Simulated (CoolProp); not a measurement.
Octamethylcyclotetrasiloxane (D4) along the isobar 1.47 MPa: fugacity coefficient from the reference equation and from simpler models built on Tc = 586.5 K, pc = 1.347 MPa, ω = 0.598; each cubic takes its own stable root.

Values from CoolProp's reference Helmholtz-energy equation of state, Thol 2015.

| T (K) | phase | reference | Redlich-Kwong | Peng-Robinson |
|---|---|---|---|---|
| 338.9 | liquid | 0.001412 | 0.01496 | 0.001617 |
| 362.4 | liquid | 0.004384 | 0.02964 | 0.004742 |
| 385.9 | liquid | ? | 0.05264 | 0.01179 |
| 409.4 | liquid | 0.02512 | 0.08561 | 0.02563 |
| 433 | liquid | 0.04950 | 0.1298 | 0.04991 |
| 456.5 | liquid | 0.08793 | 0.1850 | 0.08820 |
| 480 | liquid | 0.1436 | 0.2510 | 0.1438 |
| 503.5 | liquid | 0.2182 | 0.3262 | 0.2187 |
| 527 | liquid | ? | 0.4086 | 0.3127 |
| 550.5 | liquid | ? | 0.4950 | 0.4228 |
| 574 | liquid | 0.5437 | ? | 0.5410 |
| 597.5 | supercritical | 0.6528 | 0.6565 | 0.6422 |

Fill in the missing entries.


- 385.9, reference: 0.01131
- 527, reference: 0.3119
- 550.5, reference: 0.4223
- 574, Redlich-Kwong: 0.5812
